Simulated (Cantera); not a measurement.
Cantera run:

```python
import numpy as np
import cantera as ct

gas_names = """
    C CN CO CO2 C2 CCN CNC C2N2 C2O C3 C3O2 C4 C4N2 C5 Fe FeC5O5 FeO N NCO NO NO2 NO3 N2 N2O O O2 O3
""".split()
cond_names = """
    C(gr) Fe(a) Fe(c) Fe(d) Fe(L) FeC5O5(L) FeO(s) FeO(L) Fe2O3(s) Fe3O4(s)
""".split()


def load(file, names, dense=False):
    # The tables refer to 1 bar. Condensed volumes are neglected.
    table = {s.name: s for s in ct.Species.list_from_file(file)}
    out = []
    for n in names:
        d = dict(table[n].input_data)
        d["thermo"] = dict(d["thermo"], **{"reference-pressure": 1e5})
        if dense:
            d["equation-of-state"] = {"model": "constant-volume", "density": "1e6 g/cm^3"}
        out.append(ct.Species.from_dict(d))
    return out


gas = ct.Solution(thermo="ideal-gas", species=load("nasa_gas.yaml", gas_names))
cond = {s.name: ct.Solution(thermo="fixed-stoichiometry", species=[s], name=s.name)
        for s in load("nasa_condensed.yaml", cond_names, dense=True)}
atoms = {
    'Fe3O4': {'Fe': 3, 'O': 4},
    'CO': {'C': 1, 'O': 1},
    'N2': {'N': 2},
}
top_T = {'C(gr)': 4500, 'Fe2O3(s)': 1830, 'Fe3O4(s)': 1870}  # K; cautious upper limits of use, not melting points


def equilibrate(T, P, feed):
    n = {}
    for name, mol in feed.items():
        for a, k in atoms[name].items():
            n[a] = n.get(a, 0.0) + k * mol
    gas.TPX = T, P, n
    mass = sum(n.values()) * gas.mean_molecular_weight
    gas.equilibrate("TP")
    valid = [c for c in cond.values() if c.min_temp <= T <= top_T.get(c.name, c.max_temp)]
    mix = ct.Mixture([(gas, mass / gas.mean_molecular_weight)] + [(c, 0.0) for c in valid])
    mix.T, mix.P = T, P
    mix.equilibrate("TP", solver="vcs", rtol=1e-11, max_steps=5000)
    return mix


results = []
feed = {'Fe3O4': 1, 'CO': 4.6, 'N2': 3.4}  # mol
T = 1975  # K
P = 99  # Pa
mix = equilibrate(T, P, feed)
results.append((T, P, feed, dict(zip(mix.species_names, mix.species_moles))))
print(gas.report(threshold=0.0001))
for i in range(1, mix.n_phases):
    print(f"{mix.phase(i).name:16s} {mix.phase_moles(i):12.5e} mol")
```

Output:

```
       temperature   1975 K
          pressure   99 Pa
           density   0.00019647 kg/m^3
  mean mol. weight   32.588 kg/kmol
   phase of matter   gas

                          1 kg             1 kmol
                     ---------------   ---------------
          enthalpy       -7.1523e+05       -2.3308e+07  J
   internal energy       -1.2191e+06       -3.9729e+07  J
           entropy             10135         3.303e+05  J/K
    Gibbs function       -2.0733e+07       -6.7564e+08  J
 heat capacity c_p            1214.9             39592  J/K
 heat capacity c_v            959.77             31277  J/K

                      mass frac. Y      mole frac. X     chem. pot. / RT
                     ---------------   ---------------   ---------------
                CO           0.31214           0.36316           -42.322
               CO2           0.23738           0.17578           -64.247
                Fe           0.10218          0.059628           -9.1733
               FeO         0.0053632         0.0024327           -31.098
                NO          0.000168        0.00018246           -39.294
                N2           0.34236           0.39826           -34.737
                 O        0.00014152        0.00028827           -21.925
                O2        0.00026613        0.00027104            -43.85
     [  +19 minor]        6.2356e-09        1.3161e-08

C(gr)             0.00000e+00 mol
Fe(L)             0.00000e+00 mol
FeC5O5(L)         0.00000e+00 mol
FeO(L)            2.47029e+00 mol
```

Method: chemical equilibrium by Gibbs-energy minimisation in Cantera with the NASA 1993 tables (ideal gas, pure condensed phases). The tables' stoichiometric FeO is somewhat more stable than real wüstite, so its field is too wide. FeO: taken at fixed stoichiometry.
